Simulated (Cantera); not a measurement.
A Cantera script and what it prints.

```python
import numpy as np
import cantera as ct

gas_names = """
    CL CL2 H HCL H2 N NH NH2 NH3 N2 N2H2 N2H4 Si SiCL SiCL2 SiCL3 SiCL4 SiH SiHCL3 SiH2 SiH2CL2 SiH3
    SiH3CL SiH4 SiN Si2 Si2N Si3
""".split()
cond_names = """
    NH4CL(a) NH4CL(b) Si(cr) Si(L) Si3N4(a)
""".split()


# ... load() reads the species with a 1 bar reference pressure and builds the phases ...
atoms = {
    'SiH2Cl2': {'Si': 1, 'H': 2, 'CL': 2},
    'N2': {'N': 2},
    'NH3': {'N': 1, 'H': 3},
}
top_T = {'Si3N4(a)': 2400}  # K; cautious upper limits of use, not melting points


# ... equilibrate(T, P, feed) seeds the gas with the atoms and calls Mixture.equilibrate('TP', solver="vcs", rtol=1e-11, max_steps=5000) ...
results = []
feed = {'SiH2Cl2': 1, 'N2': 1.3, 'NH3': 37}  # mol
P = 420  # Pa
for T in [1300, 1375, 1450, 1525, 1600, 1675, 1750, 1825, 1900, 1975]:
    mix = equilibrate(T, P, feed)
    results.append((T, P, feed, dict(zip(mix.species_names, mix.species_moles))))

top = {s: max(r[3][s] / sum(r[3][g] for g in gas_names) for r in results) for s in gas_names}
cols = sorted((s for s in top if top[s] > 0.0001), key=lambda s: -top[s])[:5]
seen = [c for c in cond_names if any(r[3].get(c, 0) > 1e-12 for r in results)]
print("log10 of partial pressures in bar; condensed amounts in mol")
print(f"{'T/K':>10s}" + "".join(f"{s[:9]:>10s}" for s in cols + seen))
for T, P, feed, n in results:
    ng = sum(n[g] for g in gas_names)
    print(f"{T:10.4g}" + "".join(f"{np.log10(max(n[s] / ng * P / 1e5, 1e-99)):10.3f}" for s in cols)
          + "".join(f"{n.get(c, 0):10.4g}" for c in seen))
```

It prints:

```
log10 of partial pressures in bar; condensed amounts in mol
       T/K        H2        N2       HCL         H        Si     Si(L)  Si3N4(a)
      1300    -2.517    -2.979    -3.961    -7.215   -12.579         0    0.3329
      1375    -2.517    -2.979    -3.962    -6.724   -11.062         0    0.3319
      1450    -2.517    -2.979    -3.966    -6.283    -9.703         0    0.3287
      1525    -2.517    -2.979    -3.978    -5.884    -8.481         0    0.3205
      1600    -2.517    -2.979    -4.002    -5.523    -7.375         0    0.3031
      1675    -2.517    -2.978    -4.045    -5.194    -6.370         0    0.2714
      1750    -2.521    -2.969    -4.046    -4.894    -5.824    0.7965         0
      1825    -2.523    -2.970    -4.042    -4.618    -5.342     0.741         0
      1900    -2.526    -2.972    -4.042    -4.364    -4.899    0.5784         0
      1975    -2.533    -2.976    -4.047    -4.130    -4.490    0.1697         0
```

Cantera equilibrium calculation (NASA polynomials, part measured and part estimated; ideal gas, pure solids and liquids). The tables' values for SiCl, SiN are old estimates; treat these amounts as uncertain. Gases not in the tables: Si2H6 and higher silanes.
